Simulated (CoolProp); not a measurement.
Saturated liquid density (kg/m³) of water: the reference equation beside estimates from Tc = 647.1 K, pc = 22060 kPa, ω = 0.344. Rackett uses Z = 0.29056 − 0.08775 ω.

Model: reference Helmholtz-energy equation of state, Wagner 2002, in CoolProp.

| T (K) | reference | Rackett | van der Waals | Redlich-Kwong | Soave-Redlich-Kwong | Peng-Robinson |
|---|---|---|---|---|---|---|
| 488.7 | 845.9 | 698.1 | 400.2 | 573.0 | 608.9 | 690.3 |
| 495.4 | 837.3 | 690.4 | 395.9 | 565.3 | 601.3 | 681.9 |
| 502.1 | 828.5 | [?] | 391.5 | 557.4 | 593.5 | 673.2 |
| 508.8 | 819.4 | 674.6 | 387.0 | 549.2 | 585.4 | 664.1 |
| 515.6 | 809.9 | 666.3 | [?] | [?] | 576.8 | 654.5 |
| 522.3 | 800.2 | 657.9 | 377.4 | 532.1 | 568.1 | 644.7 |
| 529 | 790.1 | 649.3 | 372.5 | 523.2 | 559.0 | 634.5 |
| 535.7 | 779.6 | 640.5 | 367.4 | 514.0 | 549.6 | [?] |
| 542.4 | 768.7 | 631.4 | 362.2 | 504.6 | 539.9 | [?] |
| 549.1 | 757.4 | 622.0 | 356.8 | 494.8 | 529.7 | 601.2 |

**Question.** Complete the blanks.

**Answer.** 
- 502.1, Rackett: 682.6
- 515.6, van der Waals: 382.2
- 515.6, Redlich-Kwong: 540.7
- 535.7, Peng-Robinson: 623.9
- 542.4, Peng-Robinson: 612.8

Absolute difference from the reference over all 10 rows, mean and median: Rackett 17.7 and 17.8 %, van der Waals 52.8 and 52.8 %, Redlich-Kwong 33.4 and 33.4 %, Soave-Redlich-Kwong 28.9 and 28.9 %, Peng-Robinson 19.4 and 19.3 %.
